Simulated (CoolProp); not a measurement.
Values from CoolProp's reference Helmholtz-energy equation of state, Wagner 2002.

For water, give the phase and the cp (kJ/(kg K)), speed of sound (m/s), viscosity (µPa s), Prandtl number at 411.4 K and 2.35 bar; 856.6 K and 31 bar.


- 411.4 K and 2.35 bar: gas; cp 2.14, speed of sound 493, viscosity 13.6, Prandtl number 1.03
- 856.6 K and 31 bar: gas; cp 2.27, speed of sound 703, viscosity 32.1, Prandtl number 0.917

Viscosity comes from a separate model (Huber 2009). Thermal conductivity comes from a separate model (Huber 2012).
